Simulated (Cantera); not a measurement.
Cantera run:

```python
import numpy as np
import cantera as ct

gas_names = """
    C CH CH2 CH3 CH2OH CH3O CH4 CH3OH CO CO2 COOH C2 C2H CHCO,ketyl C2H2,acetylene C2H2,vinylidene
    CH2CO,ketene C2H3,vinyl CH3CO,acetyl C2H4 C2H4O,ethylen CH3CHO,ethanal CH3COOH (HCOOH)2 C2H5 C2H6
    CH3OCH3 C2H5OH C2O C3 C3H3,propargyl C3H4,allene C3H4,propyne C3H4,cyclo- C3H5,allyl C3H6,propylene
    C3H6,cyclo- C3H6O C3H7,n-propyl C3H7,i-propyl C3H8 C3H8O,1propanol C3H8O,2propanol C3O2 C4 C4H2
    C4H4,1,3-cyclo- C4H6,butadiene C4H6,2-butyne C4H6,cyclo- C4H8,1-butene C4H8,cis2-buten
    C4H8,tr2-butene C4H8,isobutene C4H8,cyclo- (CH3COOH)2 C4H9,n-butyl C4H9,i-butyl C4H9,s-butyl
    C4H9,t-butyl C4H10,isobutane C4H10,n-butane C5 C5H6,1,3cyclo- C5H8,cyclo- C5H10,1-pentene
    C5H10,cyclo- C5H11,pentyl C5H11,t-pentyl C5H12,n-pentane C5H12,i-pentane CH3C(CH3)2CH3 C6H2
    C6H5,phenyl C6H5O,phenoxy C6H6 C6H5OH,phenol C6H10,cyclo- C6H12,1-hexene C6H12,cyclo- C6H13,n-hexyl
    C7H7,benzyl C7H8 C7H8O,cresol C7H14,1-heptene C7H15,n-heptyl C7H16,n-heptane C8H8,styrene
    C8H10,ethylbenz C8H16,1-octene C8H17,n-octyl C8H18,isooctane C8H18,n-octane C9H19,n-nonyl
    C10H8,naphthale C10H21,n-decyl C12H9,o-bipheny C12H10,bipheny Cu CuO Cu2 H HCO HO2 H2
    HCHO,formaldehy HCOOH H2O H2O2 O OH O2 O3
""".split()
cond_names = """
    C(gr) C6H6(L) C7H8(L) C8H18(L),n-octa Cu(cr) Cu(L) CuO(s) CuO2H2(s) Cu2O(s) Cu2O(L) H2O(s) H2O(L)
""".split()


def load(file, names, dense=False):
    # The tables refer to 1 bar. Condensed volumes are neglected.
    table = {s.name: s for s in ct.Species.list_from_file(file)}
    out = []
    for n in names:
        d = dict(table[n].input_data)
        d["thermo"] = dict(d["thermo"], **{"reference-pressure": 1e5})
        if dense:
            d["equation-of-state"] = {"model": "constant-volume", "density": "1e6 g/cm^3"}
        out.append(ct.Species.from_dict(d))
    return out


gas = ct.Solution(thermo="ideal-gas", species=load("nasa_gas.yaml", gas_names))
cond = {s.name: ct.Solution(thermo="fixed-stoichiometry", species=[s], name=s.name)
        for s in load("nasa_condensed.yaml", cond_names, dense=True)}
atoms = {
    'Cu2O': {'Cu': 2, 'O': 1},
    'CO': {'C': 1, 'O': 1},
    'H2': {'H': 2},
    'CH4': {'C': 1, 'H': 4},
}
top_T = {'C(gr)': 4500, 'CuO(s)': 1390}  # K; cautious upper limits of use, not melting points


def equilibrate(T, P, feed):
    n = {}
    for name, mol in feed.items():
        for a, k in atoms[name].items():
            n[a] = n.get(a, 0.0) + k * mol
    gas.TPX = T, P, n
    mass = sum(n.values()) * gas.mean_molecular_weight
    gas.equilibrate("TP")
    valid = [c for c in cond.values() if c.min_temp <= T <= top_T.get(c.name, c.max_temp)]
    mix = ct.Mixture([(gas, mass / gas.mean_molecular_weight)] + [(c, 0.0) for c in valid])
    mix.T, mix.P = T, P
    mix.equilibrate("TP", solver="vcs", rtol=1e-11, max_steps=5000)
    return mix


results = []
feed = {'Cu2O': 1, 'CO': 11, 'H2': 0.67, 'CH4': 0.84}  # mol
T = 1950  # K
P = 75000  # Pa
mix = equilibrate(T, P, feed)
results.append((T, P, feed, dict(zip(mix.species_names, mix.species_moles))))
print(gas.report(threshold=0.0001))
for i in range(1, mix.n_phases):
    print(f"{mix.phase(i).name:16s} {mix.phase_moles(i):12.5e} mol")
```

It prints:

```
       temperature   1950 K
          pressure   75000 Pa
           density   0.11112 kg/m^3
  mean mol. weight   24.022 kg/kmol
   phase of matter   gas

                          1 kg             1 kmol
                     ---------------   ---------------
          enthalpy        -1.624e+06       -3.9012e+07  J
   internal energy       -2.2989e+06       -5.5225e+07  J
           entropy             10552        2.5349e+05  J/K
    Gibbs function       -2.2201e+07       -5.3331e+08  J
 heat capacity c_p            1499.3             36017  J/K
 heat capacity c_v            1153.2             27702  J/K

                      mass frac. Y      mole frac. X     chem. pot. / RT
                     ---------------   ---------------   ---------------
                CO           0.96211           0.82512           -34.914
               CO2          0.011119          0.006069            -61.22
                Cu         0.0094249         0.0035628           -7.6895
                 H        2.2186e-05        0.00052871           -10.762
                H2           0.01339           0.15955           -21.523
               H2O          0.003871         0.0051617            -47.83
     [ +107 minor]         6.671e-05        1.4117e-05

C(gr)             0.00000e+00 mol
Cu(L)             1.94890e+00 mol
Cu2O(L)           0.00000e+00 mol
```

These are equilibrium values from Cantera (NASA tables, ideal gas, pure condensed phases), not measurements of a reactor.
